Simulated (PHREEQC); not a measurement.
A solution holds 0.00014 mol/kgw HF, 9.8e-06 mol/kgw NH4HF2 and 0.00039 mol/kgw H2SO4, at 25 °C. Closed to the air; pH follows from the charge balance.

Equilibrium calculation in PHREEQC: ion-association model, phreeqc.dat.

This is a speciation only: nothing precipitates in the calculation.

### Question
Estimate the pH, ionic strength.

### Answer
pH 3.10; ionic strength 0.00120 mol/kgw.

### Question
In which forms is S present?

### Answer
SO4-2 94 %, HSO4- 6.4 % of the S.
